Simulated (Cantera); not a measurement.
Feed: 1 mol MgF₂, 1.2 mol HF, 1.9 mol H₂.

Equilibrium computed with Cantera from the NASA thermochemical tables; the gas is ideal and each condensed phase is pure. Candidate condensed phases: Mg, MgF₂; 17 gas species. Kinetics and transport are ignored.

Stable condensed phases, one row left out:

```
T in K \ P in Pa
           0.10   0.56    3.2     18    100    560   3200  18000 100000
   2073       A      A      A      A      A      A      A      A      B
   1973       A      A      A      A      A      A      A      B      B
   1923       A      A      A      A      A      A      A      B      B
   1873       A      A      A      A      A      A      A      B      B
   1823       A      A      A      A      A      A      B      B      B
   1773       A      A      A      A      A      A      B      B      B
   1723       A      A      A      A      A      A      B      B      B
   1673       A      A      A      A      A      B      B      B      B
   1623       A      A      A      A      A      B      B      B      B
   1573       A      A      A      A      B      B      B      B      B
   1523       A      A      A      A      B      B      B      B      B
```

A: gas only; B: MgF₂.

Give the row for 2023 K.

0.10: gas only; 0.56: gas only; 3.2: gas only; 18: gas only; 100: gas only; 560: gas only; 3200: gas only; 18000: MgF₂; 100000: MgF₂.
